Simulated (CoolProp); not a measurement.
Model: reference Helmholtz-energy equation of state, Zhou 2012, in CoolProp.

For m-xylene, give the phase and the density (kg/m³), cp (kJ/(kg K)), cv (kJ/(kg K)), expansivity (1/kK) at 314.3 K and 0.0848 MPa; 233.4 K and 0.761 MPa.


- 314.3 K and 0.0848 MPa: liquid; density 846, cp 1.76, cv 1.36, expansivity 1.03
- 233.4 K and 0.761 MPa: liquid; density 915, cp 1.53, cv 1.16, expansivity 0.908
